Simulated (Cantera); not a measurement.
Charge: 1 mol FeS2, 2.7 mol SO3, 8.6 mol O2, equilibrated at 0.180 bar.

Method: chemical equilibrium by Gibbs-energy minimisation in Cantera with the NASA 1993 tables (ideal gas, pure condensed phases). Candidate condensed phases: Fe, FeO, FeS, FeSO4, FeS2, Fe2O3, Fe2(SO4)3, Fe3O4, S; 12 gas species. Rates play no part.

Question: Which condensed phases are stable at each of these points (T (K)): 850, 900, 950, 1000, 1050, 1100, 1150, 1200, 1250?

Answer: 
```csv
T (K),condensed phases,Fe condensed (%)
850,Fe2(SO4)3(s),100.0
900,Fe2(SO4)3(s),100.0
950,Fe2O3(s),100.0
1000,Fe2O3(s),100.0
1050,Fe2O3(s),100.0
1100,Fe2O3(s),100.0
1150,Fe2O3(s),100.0
1200,Fe2O3(s),100.0
1250,Fe2O3(s),100.0
```

From 850 K to 900 K the condensed part is Fe2(SO4)3(s). From 950 K to 1250 K the condensed part is Fe2O3(s).
